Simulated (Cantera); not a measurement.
**Hydrocarbon pyrolysis for carbon deposition**

A perfectly stirred reactor is fed with 18.8 % CH₄, 81.2 % N₂, at 10.00 Torr; it is held at 1548 K, and followed from long to short residence time.

Detailed kinetics in Cantera: GRI-Mech 3.0 (53 species, 325 reactions). GRI-Mech 3.0 stops at C3 and has no aromatics, soot or wall deposition, so with more carbon than oxygen in the feed, carbon stays in small species such as C2H2 where larger ones or solid carbon would form. Radical loss at walls, strong at low pressure, is not modelled.

```
τ (s)    x CH₄      x H₂    x C₂H₂     x C₂H    x C₂H₆     x CH₃
-------  -----  --------  --------  --------  --------  --------
1.6      0.117    0.0875    0.0277   1.91e-8   4.49e-5  0.000618
0.52     0.153    0.0399    0.0109   7.56e-9   7.00e-5  0.000752
0.17     0.179   0.00829   0.00135  9.29e-10   5.13e-5  0.000635
0.054    0.187  0.000556   2.45e-5  2.40e-11   9.03e-6  0.000275
0.018    0.187   6.54e-5   3.01e-7    <1e-12   8.88e-7   9.68e-5
0.0057   0.187   1.61e-5   2.92e-9    <1e-12   5.42e-8   3.11e-5
0.0018   0.187   4.90e-6  2.78e-11    <1e-12   2.34e-9   9.81e-6
0.00060  0.187   1.60e-6    <1e-12    <1e-12  9.63e-11   3.24e-6
0.00019  0.187   4.76e-7    <1e-12    <1e-12  3.01e-12   9.97e-7
```
x: mole fraction; the columns are a selection and need not sum to one.
